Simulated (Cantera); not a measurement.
A closed system holds: 1 mol toluene, 0.19 mol O₂, 26 mol N₂, at 1773 K and 50.0 Pa.

Method: chemical equilibrium by Gibbs-energy minimisation in Cantera with the NASA 1993 tables (ideal gas, pure condensed phases). Candidate condensed phases: C, C₆H₆, C₇H₈, C₈H₁₈, H₂O; 136 gas species. Kinetics and transport are ignored.

Base state: N₂ 0.853, H₂ 0.128, CO 0.0125, H 0.00455, HCN 0.00178, HNC 6.34e-5, C₂H₂ (acetylene) 1.79e-5 (mole fractions); condensed: C(graphite).

**Question.** What changes in the equilibrium state with this change: O₂ from 0.19 to 0.8 mol?

**Answer.** 
```tsv
species	before	after
N₂	0.853	0.820
H₂	0.128	0.123
CO	0.0125	0.0505
C₂H₂ (acetylene)	1.79e-5	1.72e-5
HCN	0.00178	0.00171
C(graphite), mol	6.56	5.34
```
